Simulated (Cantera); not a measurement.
A perfectly stirred reactor is fed with CH₄ : O₂ : N₂ = 1 : 2.53 : 9.52 (molar parts), equivalence ratio 0.79, at 0.336 atm; it is adiabatic with a 548 K inlet, and is followed from long to short residence time, starting on the burning branch (τ in s: 0.023, 0.014, 0.009, 0.0056, 0.0035, 0.0022, 0.0013, 0.00083, 0.00052, 0.00032, 0.0002, 0.00012, 7.8e-05).

Cantera simulation using GRI-Mech 3.0 (53 species, 325 reactions); the numbers are that mechanism's predictions, not measurements.

Question: What does this change do: pressure from 0.336 atm to 0.987 atm?

Answer: 
```csv
quantity,before,after
"blow-out, bracketed by the residence times tried","burning at 0.200 ms, out at 0.120 ms","burning at 78.0 µs, the shortest tried"
x(CH₄) at τ = 23.0 ms,1.64e-5,1.09e-5
x(O₂) at τ = 23.0 ms,0.0431,0.0411
x(HCO) at τ = 23.0 ms,2.58e-7,8.61e-8
x(NO) at τ = 23.0 ms,0.000217,0.000352
x(H₂) at τ = 23.0 ms,0.00321,0.00121
x(CH₄) at τ = 1.30 ms,0.000158,8.39e-5
x(O₂) at τ = 1.30 ms,0.0497,0.0452
x(HCO) at τ = 1.30 ms,4.06e-6,1.55e-6
x(NO) at τ = 1.30 ms,3.15e-5,7.49e-5
x(H₂) at τ = 1.30 ms,0.00841,0.00436
```

Question: What does this change do: pressure from 0.336 atm to 6.61 atm?

Answer: 
```
quantity                                                                        before                                   after
------------------------------------------------  ------------------------------------  --------------------------------------
blow-out, bracketed by the residence times tried  burning at 0.200 ms, out at 0.120 ms  burning at 78.0 µs, the shortest tried
x(CH₄) at τ = 23.0 ms                                                          1.64e-5                                 3.89e-6
x(O₂) at τ = 23.0 ms                                                            0.0431                                  0.0402
x(HCO) at τ = 23.0 ms                                                          2.58e-7                                 1.25e-8
x(NO) at τ = 23.0 ms                                                          0.000217                                0.000657
x(H₂) at τ = 23.0 ms                                                           0.00321                                0.000316
x(CH₄) at τ = 1.30 ms                                                         0.000158                                 4.36e-5
x(O₂) at τ = 1.30 ms                                                            0.0497                                  0.0413
x(HCO) at τ = 1.30 ms                                                          4.06e-6                                 2.28e-7
x(NO) at τ = 1.30 ms                                                           3.15e-5                                0.000121
x(H₂) at τ = 1.30 ms                                                           0.00841                                0.000779
```
